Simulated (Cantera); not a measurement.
Cantera with NASA thermochemical tables; ideal gases at 1 bar, condensed phases pure. Values are per mole of reaction as written; species without (g) are pure solids or liquids, kept so even where they would boil at 1 bar.

Question: Between 698 and 1498 K, where is each reaction favourable under standard conditions?
- Ni + NiS₂ → 2 NiS

Answer: 
- Ni + NiS₂ → 2 NiS: ΔG° is -48 kJ at 698 K and -70 kJ at 1498 K; it stays negative (K > 1). ΔH° is -26 kJ and ΔS° 29 J/K at 1498 K.
